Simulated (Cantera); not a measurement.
## Hydrocarbon pyrolysis for carbon deposition

An isothermal, constant-pressure homogeneous reactor starts with CH4 : N2 = 1 : 1.6 (molar parts), at 1625 K and 900 Torr.

Model: GRI-Mech 3.0 (53 species, 325 reactions), integrated in Cantera. GRI-Mech 3.0 stops at C3 and has no aromatics, soot or wall deposition, so with more carbon than oxygen in the feed, carbon stays in small species such as C2H2 where larger ones or solid carbon would form.

| t (s) | x CH4 | x H2 | x HCN | x C2H6 | x CH3 | x C2H4 |
|---|---|---|---|---|---|---|
| 4.00e-5 | 0.384 | 8.22e-5 | <1e-12 | 4.70e-6 | 0.000149 | 1.39e-6 |
| 0.000123 | 0.384 | 0.000300 | <1e-12 | 7.80e-5 | 0.000331 | 2.78e-5 |
| 0.000378 | 0.382 | 0.00130 | 2.29e-12 | 0.000466 | 0.000510 | 0.000277 |
| 0.00116 | 0.375 | 0.00672 | 2.09e-11 | 0.00138 | 0.000749 | 0.00212 |
| 0.00357 | 0.346 | 0.0340 | 2.43e-10 | 0.00156 | 0.000778 | 0.00851 |
| 0.0110 | 0.283 | 0.105 | 1.39e-9 | 0.000719 | 0.000549 | 0.00757 |
| 0.0337 | 0.191 | 0.207 | 4.87e-9 | 0.000260 | 0.000345 | 0.00395 |
| 0.103 | 0.0977 | 0.308 | 1.30e-8 | 6.62e-5 | 0.000181 | 0.00390 |
| 0.318 | 0.0400 | 0.370 | 2.85e-8 | 1.50e-5 | 8.07e-5 | 0.00483 |
| 0.976 | 0.0254 | 0.386 | 6.03e-8 | 8.74e-6 | 5.36e-5 | 0.00516 |
| 3.00 | 0.0250 | 0.387 | 1.51e-7 | 8.61e-6 | 5.29e-5 | 0.00517 |
x: mole fraction; the columns are a selection and need not sum to one.

Equilibrium at this temperature and pressure: CH4 0.0203, H2 0.393, HCN 0.0983, C2H6 5.63e-6, CH3 4.28e-5, C2H4 0.00333 (gas phase only).
